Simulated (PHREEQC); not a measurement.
Dissolve 8.9 mmol/kgw CuSO4, 10 mmol/kgw H2SO4 and 1.2 mmol/kgw KCl at 5 °C. Closed to the air; pH follows from the charge balance.

Computed with PHREEQC (ion-association model, wateq4f.dat).

This is a speciation only: nothing precipitates in the calculation.

**Question.** Order these S species by the share of S that they hold, largest first: KSO4-, SO4-2, CuSO4, HSO4-.

**Answer.** SO4-2 (57 %), HSO4- (28 %), CuSO4 (15 %), KSO4- (0.15 %)

The pH is 1.90 and the ionic strength 0.0450 mol/kgw. Constants without temperature data keep their 25 °C values here.
